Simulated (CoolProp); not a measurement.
Vapour-liquid equilibrium of acetone (1) + ethanol (2) at 170.45 °C; x and y are mole fractions of (1).

Values from CoolProp's multi-fluid Helmholtz-energy mixture model, Lemmon 2006 and Schroeder 2014; pair parameters Bell 2016.

| x | bubble pressure, mixture model (bar) | bubble pressure, Raoult's law (bar) | y, mixture model | y, Raoult's law |
|---|---|---|---|---|
| 0.05 | 16.45 | 16.08 | 0.067 | 0.052 |
| 0.15 | 17.11 | 16.15 | 0.185 | 0.156 |
| 0.25 | 17.59 | 16.22 | 0.287 | 0.258 |
| 0.35 | 17.93 | 16.29 | 0.379 | 0.360 |
| 0.45 | 18.13 | 16.36 | 0.466 | 0.461 |
| 0.55 | 18.20 | 16.44 | 0.550 | 0.561 |
| 0.65 | 18.13 | 16.51 | 0.637 | 0.660 |
| 0.75 | 17.94 | 16.58 | 0.728 | 0.758 |
| 0.85 | 17.59 | 16.65 | 0.827 | 0.855 |
| 0.95 | 17.08 | 16.72 | 0.939 | 0.952 |

The largest gap from Raoult's law is +10.8 % in bubble pressure, at x = 0.45. y crosses x between x = 0.55 and 0.65: the model has an azeotrope there.

The pair parameters rest on a limited set of measurements; away from them the model extrapolates.
